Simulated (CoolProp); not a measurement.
A single-stage vapour-compression cycle with dimethyl ether: evaporating at 308.15 K (dew point), condensing at 344.15 K (bubble point), superheat 0 K, subcooling 2 K, compressor efficiency 0.75, no pressure losses. Each further row changes one setting.

Model: reference Helmholtz-energy equation of state, Wu 2011, in CoolProp.

```
case                              cooling COP  pressure ratio  discharge temperature (K)  refrigerating effect (kJ/kg)  volumetric capacity (kJ/m³)
--------------------------------  -----------  --------------  -------------------------  ----------------------------  ---------------------------
as stated                                5.32            2.37                      357.0                           296                         4830
evaporating temperature 313.15 K         6.40            2.08                      354.9                           300                         5590
condensing temperature 339.15 K          6.37            2.12                      350.5                           309                         5060
subcooling 7 K                           5.57            2.37                      357.0                           309                         5060
superheat 10 K                           5.33            2.37                      367.1                           314                         4860
compressor efficiency 0.65               4.61            2.37                      361.0                           296                         4830
```
